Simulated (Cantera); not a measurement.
Charge: 1 mol SiCl4, 4.5 mol NH3, 31 mol N2, at 0.100 bar.

Cantera equilibrium calculation (NASA polynomials, part measured and part estimated; ideal gas, pure solids and liquids). Candidate condensed phases: NH4Cl, Si, Si3N4; 28 gas species. The tables' values for SiCl3 are old estimates; treat these amounts as uncertain. The numbers say what is thermodynamically allowed, not how fast it happens. All values below are at 1525 K.

Base state: N2 0.789, H2 0.118, HCl 0.0901, SiCl2 0.00221, SiCl3 0.000390, SiCl4 0.000205, SiHCl3 3.03e-5, H 2.57e-5 (mole fractions); condensed: Si3N4(s).

What changes in the equilibrium state with this change: pressure from 0.100 bar to 10.0 mbar?


```json
[
 {"species": "N2", "before": "0.789", "after": "0.790"},
 {"species": "H2", "before": "0.118", "after": "0.123"},
 {"species": "HCl", "before": "0.0901", "after": "0.0795"},
 {"species": "SiCl2", "before": "0.00221", "after": "0.00769"},
 {"species": "SiCl4", "before": "0.000205", "after": "5.32e-5"},
 {"species": "SiHCl3", "before": "3.03e-5", "after": "9.28e-6"},
 {"species": "Si3N4(s), mol", "before": "0.294", "after": "0.221"}
]
```
